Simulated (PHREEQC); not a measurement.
Make-up at 25 °C: 0.028 mol/kgw HCl, 4.8e-05 mol/kgw FeCl3 and 0.24 mol/kgw MnSO4. Closed to the air; pH follows from the charge balance.

Computed with PHREEQC (ion-association model, phreeqc.dat).

No solid was allowed to form.

**Question.** Predict the pH.

**Answer.** pH 2.19.

**Question.** In which forms is Fe present?

**Answer.** FeSO4+ 65 %, Fe(SO4)2- 29 %, FeHSO4+2 2.7 %, Fe+3 2.0 %, FeOH+2 0.8 % of the Fe.

Examples of supersaturated solids here: Hematite (slow to form), Goethite (slow to form). Others may be too.
